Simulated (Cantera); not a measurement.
Cantera with NASA thermochemical tables; ideal gases at 1 bar, condensed phases pure. Values are per mole of reaction as written; species without (g) are pure solids or liquids, kept so even where they would boil at 1 bar.

Task: Between 300 and 1875 K, where is each reaction favourable under standard conditions?
- 3 H2(g) + N2(g) ⇌ 2 NH3(g)
- 4 Cr + N2(g) ⇌ 2 Cr2N

Result: 
- 3 H2(g) + N2(g) ⇌ 2 NH3(g): ΔG° is -32 kJ at 300 K and 330 kJ at 1875 K; it changes sign between 300 and 525 K. ΔH° is -112 kJ and ΔS° -236 J/K at 1875 K.
- 4 Cr + N2(g) ⇌ 2 Cr2N: ΔG° is -204 kJ at 300 K and 11 kJ at 1875 K; it changes sign between 1725 and 1875 K. ΔH° is -229 kJ and ΔS° -128 J/K at 1875 K.
